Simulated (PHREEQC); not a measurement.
Make-up at 20 °C: 3.2 mol/kgw NaBr, 0.073 mol/kgw Na2SO4 and 0.26 mol/kgw KBr. Closed to the air; pH follows from the charge balance.

Computed with PHREEQC (Pitzer model, pitzer.dat).

### Question
The ionic strength comes out as 3.68 mol/kgw. What activity coefficients do SO4-2, Na+, K+, Br- get?

### Answer
SO4-2 0.012, Na+ 1.1, K+ 0.66, Br- 0.65. Single-ion values are on the MacInnes scale.

This is a speciation only: nothing precipitates in the calculation. Species that the database lacks are ignored.
